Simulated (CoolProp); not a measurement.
Ethane at 293.15 K and 8.88 MPa flows at 25 m/s in a round tube of 6 mm bore and 45 µm roughness, fully developed (64/Re and Nu = 3.66 if laminar; Colebrook and Gnielinski if turbulent). Each further row changes one setting.

The numbers come from the reference Helmholtz-energy equation of state, Bücker 2006 in CoolProp.

| case | Reynolds number | Darcy friction factor | pressure drop (Pa/m) | heat-transfer coefficient (W/(m² K)) | mass flow (kg/h) |
|---|---|---|---|---|---|
| as stated | 1060000 | 0.0345 | ? | ? | ? |
| velocity 50 m/s | 2110000 | 0.0345 | 2800000 | ? | ? |
| diameter 12 mm | 2110000 | 0.0279 | 284000 | 77500 | 3970 |

Q: Fill in the missing entries.

A: 
- as stated, pressure drop (Pa/m): 702000
- as stated, heat-transfer coefficient (W/(m² K)): 92400
- as stated, mass flow (kg/h): 993
- velocity 50 m/s, heat-transfer coefficient (W/(m² K)): 185000
- velocity 50 m/s, mass flow (kg/h): 1990

Viscosity comes from a separate model (Friend 1991). Thermal conductivity comes from a separate model (Friend 1991).
